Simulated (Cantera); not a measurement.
A perfectly stirred reactor is fed with 1.48 % H2, 98.5 % O2, at 0.0267 bar; it is held at 1425 K, and followed from long to short residence time.

Cantera simulation using the H2/O2 subset of GRI-Mech 3.0, which has no nitrogen chemistry; the numbers are that mechanism's predictions, not measurements. Radical loss at walls, strong at low pressure, is not modelled.

**Question.** Predict: x(H2) at τ = 1.20 s; x(O2) at τ = 1.20 s; x(OH) at τ = 1.20 s; x(HO2) at τ = 1.20 s; x(H) at τ = 1.20 s; x(H2) at τ = 23.0 ms; x(O2) at τ = 23.0 ms; x(OH) at τ = 23.0 ms; x(HO2) at τ = 23.0 ms; x(H) at τ = 23.0 ms.

**Answer.** 
```
Property                 Result
---------------------  --------
x(H2) at τ = 1.20 s     2.28e-5
x(O2) at τ = 1.20 s       0.983
x(OH) at τ = 1.20 s    0.000801
x(HO2) at τ = 1.20 s    3.76e-7
x(H) at τ = 1.20 s      3.21e-5
x(H2) at τ = 23.0 ms   0.000208
x(O2) at τ = 23.0 ms      0.974
x(OH) at τ = 23.0 ms    0.00193
x(HO2) at τ = 23.0 ms   1.02e-6
x(H) at τ = 23.0 ms    0.000429
```
